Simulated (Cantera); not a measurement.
Gas mixture: 100 % N2O, at 2670 Pa, frozen composition.

Cantera's kinetic-theory transport with the Lennard-Jones parameters of GRI-Mech 3.0, ideal gas; thermal conductivity in the multicomponent form. The composition is frozen, though it would react at the higher temperatures.

One state of this run: ρ (kg/m³) = 0.0176; cp (J/kg/K) = 1192; μ (µPa s) = 34.0; λ (mW/m/K) = 54.7; Pr = 0.742; D (cm²/s) NO = 32.8; D (cm²/s) CO2 = 25.6; D (cm²/s) CH4 = 37.6. D: mixture-averaged diffusion coefficient of that species in the mixture.

Question: Which value of T (K) does it belong to?
A. 1000
B. 800
C. 400
D. 1200

Answer: B, 800
